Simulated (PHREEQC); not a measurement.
Consider water at 25 °C with 0.03 mol/kgw NaBF4. Closed to the air; pH follows from the charge balance.

The numbers come from PHREEQC with the ion-association model, phreeqc.dat.

No solid was allowed to form.

Question: Predict the pH.

Answer: pH 2.85.

Question: In which forms is B present?

Answer: BF4- 88 %, BF3OH- 6.4 %, H3BO3 4.2 %, BF2(OH)2- 1.7 % of the B.

Real BF4- forms and hydrolyses slowly; the run takes it at equilibrium.
